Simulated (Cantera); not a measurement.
Feed: 1 mol SiH₂Cl₂, 0.36 mol C₃H₈, 37 mol H₂, held at 0.460 bar.

These are equilibrium values from Cantera (NASA tables, ideal gas, pure condensed phases), not measurements of a reactor. Candidate condensed phases: C, C₆H₆, C₇H₈, C₈H₁₈, Si, SiC; 109 gas species. The tables' values for SiCl are old estimates; treat these amounts as uncertain. Gases not in the tables: Si₂H₆ and higher silanes. The numbers say what is thermodynamically allowed, not how fast it happens.

log p: log10 of the partial pressure in bar; n: condensed amount in mol.

| T (°C) | log p H₂ | log p HCl | log p H | log p C₂H₂ (acetylene) | log p SiCl₂ | log p Si | n C(graphite) | n SiC(s) |
|---|---|---|---|---|---|---|---|---|
| 1400 | -0.36 | -1.65 | -4.12 | -4.60 | -4.25 | -8.25 | 0.0603 | 0.995 |
| 1450 | -0.36 | -1.65 | -3.92 | -4.40 | -4.17 | -7.79 | 0.0621 | 0.994 |
| 1500 | -0.36 | -1.65 | (withheld) | (withheld) | (withheld) | (withheld) | 0.0621 | 0.993 |
| 1550 | -0.36 | -1.65 | -3.54 | -4.03 | -4.03 | -6.93 | 0.0599 | 0.992 |
| 1600 | -0.36 | -1.65 | -3.37 | -3.87 | -3.97 | -6.53 | 0.0552 | 0.990 |
| 1650 | -0.36 | -1.65 | -3.21 | -3.71 | -3.91 | -6.16 | 0.0474 | 0.989 |
| 1700 | -0.36 | -1.65 | -3.05 | -3.55 | -3.85 | -5.81 | 0.0357 | 0.987 |
| 1750 | -0.36 | -1.65 | (withheld) | (withheld) | (withheld) | (withheld) | (withheld) | 0.985 |
| 1800 | -0.36 | -1.65 | -2.76 | -3.29 | -3.74 | -5.14 | 0 | 0.982 |
| 1850 | -0.36 | -1.65 | -2.63 | -3.25 | -3.65 | -4.79 | 0 | 0.976 |
| 1900 | -0.36 | -1.66 | -2.50 | -3.22 | -3.56 | -4.45 | 0 | 0.968 |
| 1950 | -0.36 | -1.66 | -2.38 | -3.18 | -3.49 | -4.14 | 0 | 0.957 |
| 2000 | -0.37 | -1.67 | -2.26 | -3.12 | -3.42 | -3.84 | 0 | 0.941 |
| 2050 | -0.37 | -1.67 | -2.15 | -3.06 | -3.37 | -3.57 | 0 | 0.916 |

Task: Fill in the missing entries.

Result: 
- 1500, log p H: -3.73
- 1500, log p C₂H₂ (acetylene): -4.21
- 1500, log p SiCl₂: -4.10
- 1500, log p Si: -7.34
- 1750, log p H: -2.90
- 1750, log p C₂H₂ (acetylene): -3.41
- 1750, log p SiCl₂: -3.80
- 1750, log p Si: -5.47
- 1750, n C(graphite): 0.0193
